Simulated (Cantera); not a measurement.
Mixture: 44.4 % H2, 11.7 % O2, 43.9 % N2, at 1.30 bar, adiabatic and at constant volume. Ignition delay is the time to a rise of 400 K.

Model: GRI-Mech 3.0 (53 species, 325 reactions), integrated in Cantera. Below about 950 K walls govern HO2 and H2O2 in real vessels. Where the delays flatten at high temperature, the 400 K rule measures the pace of heat release, not the induction time.

Task: Predict: delay at 875 K; delay at 975 K; delay at 1075 K; delay at 1175 K; delay at 1275 K; apparent activation energy between 1225 and 1325 K.

Result: 
| Quantity | Result |
|---|---|
| delay at 875 K | 0.481 s |
| delay at 975 K | 4.43 ms |
| delay at 1075 K | 0.106 ms |
| delay at 1175 K | 45.3 µs |
| delay at 1275 K | 26.1 µs |
| apparent activation energy between 1225 and 1325 K | 64 kJ/mol |
